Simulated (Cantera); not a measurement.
Feed: 1 mol PbO, 2.6 mol H2, 15 mol N2, held at 1498.15 K and 1.50 bar.

Equilibrium computed with Cantera from the NASA thermochemical tables; the gas is ideal and each condensed phase is pure. Candidate condensed phases: H2O, Pb, PbO, PbO2, Pb3O4; 27 gas species. Equilibrium is a limit: real reactors are often held back by kinetics, nucleation or transport.

Base state: N2 0.839, H2 0.0894, H2O 0.0559, Pb 0.0161 (mole fractions); condensed: Pb(l).

What changes in the equilibrium state with this change: pressure from 1.50 bar to 0.690 bar?


```
species      before    after
----------  -------  -------
N2            0.839    0.822
H2           0.0894   0.0877
H2O          0.0559   0.0548
Pb           0.0161   0.0350
Pb2         6.66e-6  1.45e-5
Pb(l), mol    0.712    0.362
```

What changes in the equilibrium state with this change: H2 from 2.6 to 0.077 mol?


| species | before | after |
|---|---|---|
| N2 | 0.839 | 0.984 |
| PbO | 3.80e-6 | 0.00575 |
| Pb | 0.0161 | 0.00510 |
| H2 | 0.0894 | 1.69e-6 |
| H2O | 0.0559 | 0.00505 |
| O2 | <1e-9 | 2.02e-5 |
| NO | 2.57e-9 | 1.33e-5 |
| Pb(l), mol | 0.712 | 0 |
| PbO(l), mol | 0 | 0.835 |
Gases not in the tables: (PbO)n polymers.

What changes in the equilibrium state with this change: pressure from 1.50 bar to 0.430 bar?


```csv
species,before,after
N2,0.839,0.806
H2,0.0894,0.0860
H2O,0.0559,0.0538
Pb,0.0161,0.0537
PbO,3.80e-6,1.27e-5
Pb2,6.66e-6,2.13e-5
"Pb(l), mol",0.712,0
```
